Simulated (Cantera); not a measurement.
A closed system holds: 1 mol HgO, 0.085 mol H2, held at 325 °C and 0.100 bar.

Equilibrium computed with Cantera from the NASA thermochemical tables; the gas is ideal and each condensed phase is pure. Candidate condensed phases: H2O, Hg, HgO; 10 gas species. Kinetics and transport are ignored.

Base state: Hg 0.513, H2O 0.461, O2 0.0261 (mole fractions); condensed: HgO(s).

What changes in the equilibrium state with this change: HgO replaced by Hg?


```csv
species,before,after
Hg,0.513,0.922
H2,<1e-9,0.0783
H2O,0.461,0
O2,0.0261,0
"HgO(s), mol",0.905,0
```
